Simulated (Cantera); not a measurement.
**Chemical vapour transport: AlN + Cl2 + H2**

Input: 1 mol AlN, 0.16 mol Cl2, 1.2 mol H2, equilibrated at 773.15 K.

Cantera equilibrium calculation (NASA polynomials, part measured and part estimated; ideal gas, pure solids and liquids). Candidate condensed phases: Al, AlCl3, AlN, NH4Cl; 20 gas species. The numbers say what is thermodynamically allowed, not how fast it happens.

| P (Pa) | log p H2 | log p HCl | log p AlCl3 | log p N2 | log p Al2Cl6 | n AlN(s) |
|---|---|---|---|---|---|---|
| 1000 | -2.08 | -3.02 | -3.33 | -3.63 | -5.87 | 0.936 |
| 4000 | -1.48 | -2.42 | -2.74 | -3.03 | -4.68 | 0.936 |
| 16000 | -0.87 | -1.83 | -2.16 | -2.42 | -3.52 | 0.935 |
| 63000 | -0.28 | -1.25 | -1.62 | -1.81 | -2.45 | 0.934 |
| 250000 | 0.33 | -0.69 | -1.16 | -1.20 | -1.52 | 0.930 |
| 1000000 | 0.93 | -0.15 | -0.75 | -0.59 | -0.71 | 0.925 |
log p: log10 of the partial pressure in bar; n: condensed amount in mol.

From 10.0 mbar to 10.0 bar the condensed part is AlN(s). The main Al-bearing gas is AlCl3 at 10.0 mbar and Al2Cl6 at 10.0 bar.
